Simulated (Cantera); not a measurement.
Transport properties of process gases

Gas mixture: N₂ : H₂O : NH₃ = 0.13 : 0.66 : 0.45 (molar parts), at 7200 Pa, frozen composition.

Cantera's kinetic-theory transport with the Lennard-Jones parameters of GRI-Mech 3.0, ideal gas; thermal conductivity in the mixture-averaged form. Polar gases are described roughly by these parameters. The composition is frozen, though it would react at the higher temperatures.

```json
[
 {"T (K)": "400", "ρ (kg/m³)": "0.0405", "cp (J/kg/K)": "1889", "μ (µPa s)": "14.9", "λ (mW/m/K)": "39.0", "Pr": "0.720", "D (cm²/s) NH₃": "5.00", "D (cm²/s) H₂O": "5.07", "D (cm²/s) CH₃": "5.62"},
 {"T (K)": "550", "ρ (kg/m³)": "0.0295", "cp (J/kg/K)": "2032", "μ (µPa s)": "20.4", "λ (mW/m/K)": "57.5", "Pr": "0.722", "D (cm²/s) NH₃": "9.52", "D (cm²/s) H₂O": "9.62", "D (cm²/s) CH₃": "10.2"},
 {"T (K)": "700", "ρ (kg/m³)": "0.0231", "cp (J/kg/K)": "2179", "μ (µPa s)": "25.8", "λ (mW/m/K)": "77.8", "Pr": "0.723", "D (cm²/s) NH₃": "15.3", "D (cm²/s) H₂O": "15.5", "D (cm²/s) CH₃": "15.7"},
 {"T (K)": "850", "ρ (kg/m³)": "0.0191", "cp (J/kg/K)": "2318", "μ (µPa s)": "31.0", "λ (mW/m/K)": "99.5", "Pr": "0.724", "D (cm²/s) NH₃": "22.3", "D (cm²/s) H₂O": "22.5", "D (cm²/s) CH₃": "22.2"},
 {"T (K)": "1000", "ρ (kg/m³)": "0.0162", "cp (J/kg/K)": "2455", "μ (µPa s)": "36.0", "λ (mW/m/K)": "122", "Pr": "0.726", "D (cm²/s) NH₃": "30.4", "D (cm²/s) H₂O": "30.6", "D (cm²/s) CH₃": "29.4"},
 {"T (K)": "1150", "ρ (kg/m³)": "0.0141", "cp (J/kg/K)": "2581", "μ (µPa s)": "40.8", "λ (mW/m/K)": "145", "Pr": "0.729", "D (cm²/s) NH₃": "39.4", "D (cm²/s) H₂O": "39.7", "D (cm²/s) CH₃": "37.5"},
 {"T (K)": "1300", "ρ (kg/m³)": "0.0125", "cp (J/kg/K)": "2695", "μ (µPa s)": "45.4", "λ (mW/m/K)": "167", "Pr": "0.731", "D (cm²/s) NH₃": "49.4", "D (cm²/s) H₂O": "49.7", "D (cm²/s) CH₃": "46.2"},
 {"T (K)": "1450", "ρ (kg/m³)": "0.0112", "cp (J/kg/K)": "2797", "μ (µPa s)": "49.8", "λ (mW/m/K)": "190", "Pr": "0.733", "D (cm²/s) NH₃": "60.3", "D (cm²/s) H₂O": "60.6", "D (cm²/s) CH₃": "55.7"}
]
```
D: mixture-averaged diffusion coefficient of that species in the mixture.
